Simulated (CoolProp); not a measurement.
Vapour-liquid equilibrium of propylene (1) + R114 (2) at 43.45 °C; x and y are mole fractions of (1).

Values from CoolProp's multi-fluid Helmholtz-energy mixture model, Lemmon 2013 and Platzer 1990; pair parameters Bell 2016. This equation is an older, rougher fit; its heat capacities, sound speeds and derivatives of the liquid may be far off and weren't checked against measurements.

```tsv
x	bubble pressure, mixture model (MPa)	bubble pressure, Raoult's law (MPa)	y, mixture model	y, Raoult's law
0.05	0.4570	0.4437	0.203	0.201
0.125	0.5828	0.5492	0.402	0.405
0.2	0.7061	0.6548	0.530	0.544
0.275	0.8249	0.7604	0.620	0.644
0.35	0.9379	0.8660	0.686	0.720
0.425	1.045	0.9715	0.738	0.779
0.5	1.146	1.077	0.781	0.827
0.575	1.243	1.183	0.817	0.866
0.65	1.337	1.288	0.850	0.899
0.725	1.430	1.394	0.881	0.926
0.8	1.523	1.499	0.912	0.950
0.875	1.617	1.605	0.943	0.971
0.95	1.714	1.711	0.976	0.989
```

The largest gap from Raoult's law is +8.5 % in bubble pressure, at x = 0.275. No azeotrope shows between x = 0.05 and 0.95.

The pair parameters rest on a limited set of measurements; away from them the model extrapolates.
